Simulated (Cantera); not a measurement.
Ignition delay

Mixture: 7.18 % CH₄, 14.4 % O₂, 54.0 % N₂, 24.4 % H₂O, at 9.50 bar, adiabatic and at constant pressure. Ignition delay is the time to a rise of 400 K.

Model: GRI-Mech 3.0 (53 species, 325 reactions), integrated in Cantera.

```csv
T0 (K),delay (ms)
1075,30.1
1125,15.0
1175,7.97
1225,4.50
1275,2.64
1325,1.60
1375,0.986
1425,0.613
```

| Item | Result |
|---|---|
| apparent activation energy between 1325 and 1425 K | 150 kJ/mol |
